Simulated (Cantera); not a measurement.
A perfectly stirred reactor is fed with 6.27 % H2, 7.21 % O2, 86.5 % N2, equivalence ratio 0.43, at 0.290 bar; it is held at 1000 K, and followed from long to short residence time.

Cantera simulation using GRI-Mech 3.0 (53 species, 325 reactions); the numbers are that mechanism's predictions, not measurements. The temperature is held fixed by assumption; the heat of reaction is taken as removed at once.

x: mole fraction; the columns are a selection and need not sum to one.

| τ (s) | x H2 | x O2 | x O | x OH | x NO2 |
|---|---|---|---|---|---|
| 0.35 | 0.000815 | 0.0424 | 4.31e-5 | 4.99e-5 | 2.12e-10 |
| 0.16 | 0.00124 | 0.0426 | 7.02e-5 | 7.06e-5 | 1.79e-10 |
| 0.075 | 0.00186 | 0.0429 | 0.000111 | 9.92e-5 | 1.52e-10 |
| 0.035 | ___ | 0.0433 | ___ | ___ | 1.28e-10 |
| 0.016 | 0.00414 | 0.0439 | 0.000267 | 0.000198 | 1.04e-10 |
| 0.0076 | 0.00608 | 0.0449 | 0.000397 | 0.000272 | 8.51e-11 |
| 0.0036 | ___ | 0.0463 | ___ | ___ | 6.80e-11 |

What belongs in the gaps?


- 0.035, x H2: 0.00276
- 0.035, x O: 0.000172
- 0.035, x OH: 0.000140
- 0.0036, x H2: 0.00891
- 0.0036, x O: 0.000581
- 0.0036, x OH: 0.000367
